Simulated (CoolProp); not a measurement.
Vapour-liquid equilibrium of R1234yf (1) + R227EA (2) at 46.65 °C; x and y are mole fractions of (1).

The numbers come from the multi-fluid Helmholtz-energy mixture model, Lemmon 2022 and Lemmon 2016; pair parameters Bell 2016 in CoolProp.

| x | bubble pressure (kPa) | y at the bubble point | dew pressure at overall composition x (kPa) | liquid density (mol/L) |
|---|---|---|---|---|
| 0.05 | 858.2 | 0.065 | 853.9 | 7.632 |
| 0.125 | 885.3 | 0.158 | 875.5 | 7.713 |
| 0.2 | 912.1 | 0.246 | 897.9 | 7.797 |
| 0.275 | 938.7 | 0.331 | 921.0 | 7.883 |
| 0.35 | 965.3 | 0.411 | 945.0 | 7.971 |
| 0.425 | 991.9 | 0.489 | 970.0 | 8.060 |
| 0.5 | 1018 | 0.563 | 995.8 | 8.152 |
| 0.575 | 1045 | 0.635 | 1023 | 8.246 |
| 0.65 | 1072 | 0.705 | 1051 | 8.341 |
| 0.725 | 1099 | 0.772 | 1080 | 8.439 |
| 0.8 | 1127 | 0.837 | 1111 | 8.538 |
| 0.875 | 1154 | 0.900 | 1143 | 8.640 |
| 0.95 | 1182 | 0.961 | 1178 | 8.743 |

No azeotrope shows between x = 0.05 and 0.95.

Pair parameters are fitted to limited data, so mixtures are less certain than the pure fluids.
